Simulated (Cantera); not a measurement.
Mixture: CH4 : C2H6 : C3H8 : O2 : N2 = 1 : 0.22 : 0.12 : 2.59 : 9.75 (molar parts), at 0.987 atm, adiabatic and at constant volume. Ignition delay is the time to a rise of 400 K.

Cantera simulation using GRI-Mech 3.0 (53 species, 325 reactions); the numbers are that mechanism's predictions, not measurements.

### Question
What does this change do: constant pressure in place of constant volume?

### Answer
```json
[
 {"quantity": "delay at 1200 K", "before": "2.58 ms", "after": "2.78 ms"},
 {"quantity": "delay at 1400 K", "before": "0.256 ms", "after": "0.287 ms"},
 {"quantity": "delay at 1600 K", "before": "51.6 µs", "after": "59.7 µs"},
 {"quantity": "delay at 1800 K", "before": "17.7 µs", "after": "20.8 µs"},
 {"quantity": "delay at 2000 K", "before": "8.47 µs", "after": "10.1 µs"},
 {"quantity": "apparent activation energy between 1800 and 2000 K", "before": "110 kJ/mol", "after": "110 kJ/mol"}
]
```
